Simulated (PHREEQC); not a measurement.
# Metal-bearing waste water

Dissolve 0.0036 mol/kgw ZnSO4, 0.095 mol/kgw CuCl2, 0.00023 mol/kgw NaF and 0.029 mol/kgw NaCl at 20 °C. Closed to the air; pH follows from the charge balance.

Equilibrium calculation in PHREEQC: ion-association model, phreeqc.dat.

Each row changes one thing in this solution. No solid was allowed to form.

```csv
case,pH,ionic strength (mol/kgw),Cl- (mol/kgw),SO4-2 (mol/kgw),F- (mol/kgw),NaSO4- (mol/kgw),SI of Halite (NaCl)
as made,4.36,0.297,0.207,0.00163,0.000160,5.93e-5,-4.08
CuCl2 replaced by CdCl2 at the same molality,5.43,0.150,0.122,0.00221,0.000211,0.000102,-4.26
ZnSO4 from 0.0036 to 0.018 mol/kgw,4.40,0.323,0.206,0.00802,0.000160,0.000282,-4.09
ZnSO4 replaced by Al2(SO4)3 at the same molality,3.98,0.315,0.208,0.00406,1.88e-8,0.000145,-4.09
temperature from 20 to 45 °C,(withheld),0.265,0.191,0.00167,0.000152,(withheld),-4.14
NaF from 0.00023 to 0.000207 mol/kgw,4.36,0.297,0.207,0.00163,0.000144,5.93e-5,-4.08
NaCl from 0.029 to 0.0058 mol/kgw,4.35,0.276,0.185,0.00159,0.000159,1.23e-5,-4.81
```

**Question.** Some entries are withheld; supply them.

**Answer.** 
- temperature from 20 to 45 °C, pH: 4.11
- temperature from 20 to 45 °C, NaSO4- (mol/kgw): 6.97e-5

Some of these states are supersaturated (in Gibbsite (slow to form), for instance). At this temperature some constants are extrapolated from 25 °C, and those without enthalpy data are left unchanged.
